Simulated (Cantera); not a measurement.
A Cantera script and what it prints.

```python
import numpy as np
import cantera as ct

gas_names = """
    Fe FeO Fe(OH)2 H HO2 H2 H2O H2O2 O OH O2 O3
""".split()
cond_names = """
    Fe(a) Fe(c) Fe(d) Fe(L) FeO(s) FeO(L) Fe(OH)2(s) Fe(OH)3(s) Fe2O3(s) Fe3O4(s) H2O(s) H2O(L)
""".split()


def load(file, names, dense=False):
    # The tables refer to 1 bar. Condensed volumes are neglected.
    table = {s.name: s for s in ct.Species.list_from_file(file)}
    out = []
    for n in names:
        d = dict(table[n].input_data)
        d["thermo"] = dict(d["thermo"], **{"reference-pressure": 1e5})
        if dense:
            d["equation-of-state"] = {"model": "constant-volume", "density": "1e6 g/cm^3"}
        out.append(ct.Species.from_dict(d))
    return out


gas = ct.Solution(thermo="ideal-gas", species=load("nasa_gas.yaml", gas_names))
cond = {s.name: ct.Solution(thermo="fixed-stoichiometry", species=[s], name=s.name)
        for s in load("nasa_condensed.yaml", cond_names, dense=True)}
atoms = {
    'Fe3O4': {'Fe': 3, 'O': 4},
    'H2': {'H': 2},
    'H2O': {'H': 2, 'O': 1},
}
top_T = {'Fe2O3(s)': 1830, 'Fe3O4(s)': 1870}  # K; cautious upper limits of use, not melting points


def equilibrate(T, P, feed):
    n = {}
    for name, mol in feed.items():
        for a, k in atoms[name].items():
            n[a] = n.get(a, 0.0) + k * mol
    gas.TPX = T, P, n
    mass = sum(n.values()) * gas.mean_molecular_weight
    gas.equilibrate("TP")
    valid = [c for c in cond.values() if c.min_temp <= T <= top_T.get(c.name, c.max_temp)]
    mix = ct.Mixture([(gas, mass / gas.mean_molecular_weight)] + [(c, 0.0) for c in valid])
    mix.T, mix.P = T, P
    mix.equilibrate("TP", solver="vcs", rtol=1e-11, max_steps=5000)
    return mix


results = []
feed = {'Fe3O4': 1, 'H2': 520, 'H2O': 1.6}  # mol
T = 850  # K
P = 1333.22  # Pa
mix = equilibrate(T, P, feed)
results.append((T, P, feed, dict(zip(mix.species_names, mix.species_moles))))
x = sorted(zip(gas.X, gas.species_names), reverse=True)
print(f"T = {T:g} K  P = {P:g} Pa  gas = {mix.phase_moles(0):.4g} mol")
print("   x: " + "  ".join(f"{s} {v:.3e}" for v, s in x if v > 0.0001))
print("   condensed (mol): " + ("  ".join(f"{mix.phase(i).name} {mix.phase_moles(i):.4g}"
      for i in range(1, mix.n_phases) if mix.phase_moles(i) > 1e-12) or "none"))
```

Result:

```
T = 850 K  P = 1333.22 Pa  gas = 521.6 mol
   x: H2 9.893e-01  H2O 1.074e-02
   condensed (mol): Fe(a) 3
```

Cantera equilibrium calculation (NASA polynomials, part measured and part estimated; ideal gas, pure solids and liquids).
